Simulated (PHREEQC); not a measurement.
Consider water at 32 °C with 0.0023 mol/kgw HCl, 0.00042 mol/kgw CuSO4 and 0.0016 mol/kgw MnSO4. Closed to the air; pH follows from the charge balance.

Model: ion-association model, phreeqc.dat, run in PHREEQC.

- pH: 2.73
- ionic strength: 0.00885 mol/kgw
- specific conductance: 1420 µS/cm
- total alkalinity: -2.30 meq/kg

```csv
species,molality,activity,log γ
Cl-,0.00229,0.00207,-0.044
H+,0.00206,0.00188,-0.038
SO4-2,0.00152,0.00103,-0.169
Mn+2,0.00139,0.000955,-0.164
Cu+2,0.000363,0.000249,-0.164
HSO4-,0.000244,0.000221,-0.043
MnSO4,0.000199,0.000200,0.001
CuSO4,5.49e-5,5.50e-5,0.001
MnCl+,8.87e-6,8.05e-6,-0.042
CuCl+,2.14e-6,1.94e-6,-0.043
MnCl2,7.26e-9,7.28e-9,0.001
CuCl2,2.32e-9,2.32e-9,0.001
CuOH+,1.46e-9,1.32e-9,-0.043
```

No solid was allowed to form. Complexes and solids missing from the database can't appear.
